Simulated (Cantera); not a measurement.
A Cantera script and what it prints.

```python
import numpy as np
import cantera as ct

gas_names = """
    H HO2 H2 H2O H2O2 O OH O2 O3 Si SiH SiH2 SiH3 SiH4 SiO SiO2 Si2 Si3
""".split()
cond_names = """
    H2O(s) H2O(L) Si(cr) Si(L) SiO2(Lqz) SiO2(hqz) SiO2(L)
""".split()


def load(file, names, dense=False):
    # The tables refer to 1 bar. Condensed volumes are neglected.
    table = {s.name: s for s in ct.Species.list_from_file(file)}
    out = []
    for n in names:
        d = dict(table[n].input_data)
        d["thermo"] = dict(d["thermo"], **{"reference-pressure": 1e5})
        if dense:
            d["equation-of-state"] = {"model": "constant-volume", "density": "1e6 g/cm^3"}
        out.append(ct.Species.from_dict(d))
    return out


gas = ct.Solution(thermo="ideal-gas", species=load("nasa_gas.yaml", gas_names))
cond = {s.name: ct.Solution(thermo="fixed-stoichiometry", species=[s], name=s.name)
        for s in load("nasa_condensed.yaml", cond_names, dense=True)}
atoms = {
    'Si2H6': {'Si': 2, 'H': 6},
    'H2O': {'H': 2, 'O': 1},
    'H2': {'H': 2},
}
top_T = {}  # K; cautious upper limits of use, not melting points


def equilibrate(T, P, feed):
    n = {}
    for name, mol in feed.items():
        for a, k in atoms[name].items():
            n[a] = n.get(a, 0.0) + k * mol
    gas.TPX = T, P, n
    mass = sum(n.values()) * gas.mean_molecular_weight
    gas.equilibrate("TP")
    valid = [c for c in cond.values() if c.min_temp <= T <= top_T.get(c.name, c.max_temp)]
    mix = ct.Mixture([(gas, mass / gas.mean_molecular_weight)] + [(c, 0.0) for c in valid])
    mix.T, mix.P = T, P
    mix.equilibrate("TP", solver="vcs", rtol=1e-11, max_steps=5000)
    return mix


results = []
feed = {'Si2H6': 1, 'H2O': 10, 'H2': 54}  # mol
P = 15  # Pa
for T in [798, 898, 998, 1098, 1198, 1298, 1398]:
    mix = equilibrate(T, P, feed)
    results.append((T, P, feed, dict(zip(mix.species_names, mix.species_moles))))

top = {s: max(r[3][s] / sum(r[3][g] for g in gas_names) for r in results) for s in gas_names}
cols = sorted((s for s in top if top[s] > 1e-05), key=lambda s: -top[s])[:6]
seen = [c for c in cond_names if any(r[3].get(c, 0) > 1e-12 for r in results)]
print("log10 of partial pressures in bar; condensed amounts in mol")
print(f"{'T/K':>10s}" + "".join(f"{s[:9]:>10s}" for s in cols + seen))
for T, P, feed, n in results:
    ng = sum(n[g] for g in gas_names)
    print(f"{T:10.4g}" + "".join(f"{np.log10(max(n[s] / ng * P / 1e5, 1e-99)):10.3f}" for s in cols)
          + "".join(f"{n.get(c, 0):10.4g}" for c in seen))
```

Result:

```
log10 of partial pressures in bar; condensed amounts in mol
       T/K        H2       H2O         H SiO2(Lqz) SiO2(hqz)
       798    -3.865    -4.872   -13.507         2         0
       898    -3.865    -4.872   -11.893         0         2
       998    -3.865    -4.872   -10.600         0         2
      1098    -3.865    -4.872    -9.539         0         2
      1198    -3.865    -4.872    -8.653         0         2
      1298    -3.865    -4.872    -7.902         0         2
      1398    -3.865    -4.872    -7.257         0         2
```

Cantera equilibrium calculation (NASA polynomials, part measured and part estimated; ideal gas, pure solids and liquids). The feed counts by its element totals alone. The tables hold silica as quartz up to 1696 K and as liquid above; real silica turns to tridymite and cristobalite and melts near 1996 K.
